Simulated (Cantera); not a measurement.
Feed: 1 mol Cu2O, 19 mol CO, at 13300 Pa.

Equilibrium computed with Cantera from the NASA thermochemical tables; the gas is ideal and each condensed phase is pure. Candidate condensed phases: C, Cu, CuO, Cu2O; 15 gas species. Kinetics and transport are ignored.

Q: At 2050 °C, list the 5 most abundant gas species with their mole fractions, and the condensed phases.

A: CO 0.857, Cu 0.0948, CO2 0.0476, Cu2 0.000222, O 3.17e-5. Condensed: gas only.
